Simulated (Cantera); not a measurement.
An isothermal, constant-pressure homogeneous reactor starts with NH3 : H2 = 1 : 2.1 (molar parts), at 1573 K and 1.00 bar. Integrator tolerance rtol = 1e-08.

Computed with Cantera and the gas-phase N/H chemistry of the illustrative SiF4/NH3 mechanism in the Surface Chemkin manual (1991). Walls and surfaces, which speed up NH3 decomposition in real reactors, are not modelled.

Question: What does this change do: H2 2.1 to 15 parts?

Answer: 
```tsv
quantity	before	after
x(NH3) at 10.0 s	0.237 (gas-phase equilibrium 1.42e-5)	0.0588 (gas-phase equilibrium 8.13e-6)
x(H2) at 10.0 s	0.731 (gas-phase equilibrium 0.878)	0.939 (gas-phase equilibrium 0.971)
x(N2H4) at 10.0 s	1.92e-8 (gas-phase equilibrium <1e-12)	1.24e-9 (gas-phase equilibrium <1e-12)
x(NH2) at 10.0 s	2.19e-5 (gas-phase equilibrium 1.45e-9)	5.56e-6 (gas-phase equilibrium 7.88e-10)
x(N2H2) at 10.0 s	2.96e-8 (gas-phase equilibrium <1e-12)	1.73e-9 (gas-phase equilibrium <1e-12)
```
